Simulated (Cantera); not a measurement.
An isothermal, constant-pressure homogeneous reactor starts with NH₃ : N₂ = 1 : 10 (molar parts), at 1273 K and 29.3 Torr. Integrator tolerance rtol = 1e-08.

Cantera simulation using the gas-phase N/H chemistry of the illustrative SiF4/NH3 mechanism in the Surface Chemkin manual (1991); the numbers are that mechanism's predictions, not measurements. Walls and surfaces, which speed up NH3 decomposition in real reactors, are not modelled.

### Question
What does this change do: temperature 1273 to 1775 K?

### Answer
| quantity | before | after |
|---|---|---|
| x(NH₃) at 8.00 s | 0.0909 (gas-phase equilibrium 2.19e-7) | 0.0218 (gas-phase equilibrium 4.90e-8) |
| x(N) at 8.00 s | <1e-12 (gas-phase equilibrium <1e-12) | 2.77e-7 (gas-phase equilibrium 1.10e-10) |
| x(H) at 8.00 s | 3.19e-10 (gas-phase equilibrium 1.29e-6) | 7.41e-5 (gas-phase equilibrium 0.000521) |
| x(NH) at 8.00 s | 2.35e-9 (gas-phase equilibrium <1e-12) | 1.66e-6 (gas-phase equilibrium 1.14e-10) |
| x(N₂H₄) at 8.00 s | 1.00e-9 (gas-phase equilibrium <1e-12) | 2.88e-10 (gas-phase equilibrium <1e-12) |
